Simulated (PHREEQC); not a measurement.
Solution (25 °C): 0.3 mol H3PO4 and 0.0098 mol FeCl3 per kg of water. Closed to the air; pH follows from the charge balance.

Computed with PHREEQC (ion-association model, wateq4f.dat).

This is a speciation only: nothing precipitates in the calculation.

Question: Order these P species by the share of P that they hold, largest first: H3PO4, H2PO4-, FeH2PO4+2.

Answer: H3PO4 (81 %), H2PO4- (15 %), FeH2PO4+2 (3.3 %)

The pH is 1.33 and the ionic strength 0.0850 mol/kgw. Saturation is exceeded, for instance for Strengite; the values hold only as long as no solid forms. Complexes and solids missing from the database can't appear. H3PO4, which wateq4f.dat lacks, is added to it with the constant of phreeqc.dat.
